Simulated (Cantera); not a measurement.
Standard-state values (1 bar) from the NASA 1993 polynomials, evaluated with Cantera. Values are per mole of reaction as written; species without (g) are pure solids or liquids, kept so even where they would boil at 1 bar.

Between 300 and 1373 K, where is each reaction favourable under standard conditions?
- Cu + H₂O₂(g) ⇌ Cu(OH)₂


- Cu + H₂O₂(g) ⇌ Cu(OH)₂: ΔG° is -266 kJ at 300 K and -124 kJ at 1373 K; it stays negative (K > 1). ΔH° is -298 kJ and ΔS° -127 J/K at 1373 K.
